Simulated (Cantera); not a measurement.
Charge: 1 mol SiH4, 25 mol NO, 0.61 mol H2, equilibrated at 61.0 mbar.

These are equilibrium values from Cantera (NASA tables, ideal gas, pure condensed phases), not measurements of a reactor. Candidate condensed phases: H2O, Si, SiO2, Si2N2O, Si3N4; 35 gas species. The tables hold silica as quartz up to 1696 K and as liquid above; real silica turns to tridymite and cristobalite and melts near 1996 K. The numbers say what is thermodynamically allowed, not how fast it happens. All values below are at 1500 K.

Base state: N2 0.493, O2 0.402, H2O 0.103, NO 0.00134, OH 0.000188, O 1.04e-5 (mole fractions); condensed: SiO2(β-quartz).

Task: What changes in the equilibrium state with this change: H2 from 0.61 to 11 mol?

Result: 
| species | before | after |
|---|---|---|
| H2O | 0.103 | 0.426 |
| N2 | 0.493 | 0.409 |
| O2 | 0.402 | 0.163 |
| NO | 0.00134 | 0.000778 |
| OH | 0.000188 | 0.000305 |
| O | 1.04e-5 | 6.64e-6 |
| SiO2(β-quartz), mol | 1.00 | 1.00 |
Gases not in the tables: Si(OH)4.
